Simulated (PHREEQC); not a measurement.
0.17 g of hydrous ferric oxide (600 m²/g; 0.2 weak and 0.005 strong sites per Fe, Dzombak-Morel constants, diffuse double layer) in 1 kg of water with 0.1 mol/kgw of an inert sodium salt and 0.00014 mol/kgw CuSO4, at 25 °C; the pH is set by adding NaOH or the inert anion's acid. Oxygen alone is held at its pressure in air (log pO2 = -0.68). The system is closed to CO2. Precipitation was switched off in this run.

Equilibrium calculation in PHREEQC: ion-association model, wateq4f.dat.

| pH | S sorbed (%) | Cu sorbed (%) | surface charge σ (C/m²) | surface potential ψ (mV) |
|---|---|---|---|---|
| 3 | 70.7 | 0.0 | 0.181 | 117 |
| 3.67 | 69.8 | 0.4 | 0.176 | 116 |
| 4.33 | 65.2 | 4.2 | 0.163 | 112 |
| 5 | 53.5 | 20.6 | 0.139 | 104 |
| 5.67 | 38.1 | 69.9 | 0.118 | 96 |
| 6.33 | 24.9 | 94.9 | 0.099 | 88 |
| 7 | 12.1 | 98.8 | 0.078 | 76 |
| 7.67 | 2.8 | … | … | 58 |
| 8.33 | 0.3 | 97.6 | … | 31 |
| 9 | 0.0 | … | 0.000 | 0 |
| 9.67 | 0.0 | 94.0 | … | -32 |
| 10.33 | 0.0 | 89.6 | -0.056 | -61 |
| 11 | 0.0 | 79.9 | -0.102 | -89 |

Q: Complete the blanks.

A: 
- 7.67, Cu sorbed (%): 98.6
- 7.67, surface charge σ (C/m²): 0.051
- 8.33, surface charge σ (C/m²): 0.024
- 9, Cu sorbed (%): 96.2
- 9.67, surface charge σ (C/m²): -0.025

Along this series the solution becomes supersaturated in solids that the run did not let form, among them Cu(OH)2. The database's constant for dissolved Cu(OH)2 is higher than later reviews accept. The oxide is taken as insoluble; below pH 4 it would dissolve.
